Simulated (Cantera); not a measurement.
Input: 1 mol B₂O₃, 2.3 mol O₂, 0.63 mol H₂, equilibrated at 100 Torr.

Equilibrium computed with Cantera from the NASA thermochemical tables; the gas is ideal and each condensed phase is pure. Candidate condensed phases: B, B₂O₃, B₃O₃H₃, H₂O; 23 gas species. Gases not in the tables: H₃BO₃. The numbers say what is thermodynamically allowed, not how fast it happens. All values below are at 777 °C.

Base state: O₂ 0.759, H₂O 0.240, (HBO₂)₃ 0.000936, HBO₂ 9.51e-5 (mole fractions); condensed: B₂O₃(l).

Question: What changes in the equilibrium state with this change: B₂O₃ replaced by BF₃?

Answer: 
```
species         before     after
------------  --------  --------
O₂               0.759     0.537
BF₃                  0     0.204
HF                   0     0.134
H₂O              0.240     0.103
B₃O₃F₃               0    0.0218
BOF                  0  0.000314
(HBO₂)₃       0.000936  0.000243
B₂O₃(l), mol     0.996         0
```
